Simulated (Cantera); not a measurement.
# Equilibrium for boron, boron nitride and boron oxide: B + O2

A closed system holds: 1 mol B, a varied amount of O2, held at 1602 °C and 13.3 mbar.

Equilibrium computed with Cantera from the NASA thermochemical tables; the gas is ideal and each condensed phase is pure. Candidate condensed phases: B, B2O3; 10 gas species. Equilibrium is a limit: real reactors are often held back by kinetics, nucleation or transport.

At 0.26 mol O2 the condensed part is B(s). At 0.83 mol O2 the condensed part is B2O3(l). From 1.4 mol O2 to 6.6 mol O2 nothing is condensed. The main B-bearing gas is B2O2 at 0.26 mol O2 and B2O3 at 6.6 mol O2.

```tsv
n(O2) (mol)	log p O2	log p B2O2	log p B2O3	log p BO	log p BO2	log p O	log p B2O	log p B	n B(s)	n B2O3(l)
0.26	<-13	-1.98	-2.64	-3.22	-6.98	-11.57	-5.20	-7.84	0.522	0
0.83	-2.45	-8.10	-2.03	-6.28	-3.31	-4.85	<-13	<-13	0	0.291
1.4	-2.13	-8.49	-2.26	-6.47	-3.35	-4.69	<-13	<-13	0	0
2	-2.03	-8.73	-2.45	-6.59	-3.41	-4.63	<-13	<-13	0	0
2.6	-1.99	-8.88	-2.58	-6.67	-3.47	-4.61	<-13	<-13	0	0
3.1	-1.97	-8.98	-2.66	-6.72	-3.51	-4.60	<-13	<-13	0	0
3.7	-1.95	-9.07	-2.75	-6.76	-3.55	-4.59	<-13	<-13	0	0
4.3	-1.94	-9.15	-2.82	-6.80	-3.58	-4.59	<-13	<-13	0	0
4.8	-1.93	-9.21	-2.88	-6.83	-3.60	-4.58	<-13	<-13	0	0
5.4	-1.92	-9.27	-2.93	-6.86	-3.63	-4.58	<-13	<-13	0	0
6	-1.92	-9.32	-2.98	-6.89	-3.65	-4.58	<-13	<-13	0	0
6.6	-1.92	-9.37	-3.03	-6.91	-3.68	-4.58	<-13	<-13	0	0
```
log p: log10 of the partial pressure in bar; n: condensed amount in mol.
